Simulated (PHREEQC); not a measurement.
Synthetic water in mg/kgw, 85 °C, pH 6.33, pe 12.1:

```
constituent              mg/kgw
-----------------------  ------
Na                         79.2
K                          14.2
Ca                         76.7
Mg                         82.1
Cl                         51.6
S(6) as SO4                 451
Alkalinity as HCO3          238
O(0) (dissolved oxygen)    8.32
Pb                         44.7
N(5) as NO3                1.75
Sr                        0.356
Br                           23
B                        0.0538
```

Valence states are taken as typed.

Model: ion-association model, phreeqc.dat, run in PHREEQC.

Precipitation was switched off in this run.

Problem. Predict the ionic strength.

Solution. ionic strength 0.0170 mol/kgw.

Problem. In which forms is Sr present?

Solution. Sr+2 64 %, SrSO4 21 %, SrHCO3+ 15 % of the Sr.

Saturation is exceeded, for instance for Pb(OH)2, Cerussite; the values hold only as long as no solid forms. Complexes and solids missing from the database can't appear. At this temperature some constants are extrapolated from 25 °C, and those without enthalpy data are left unchanged.
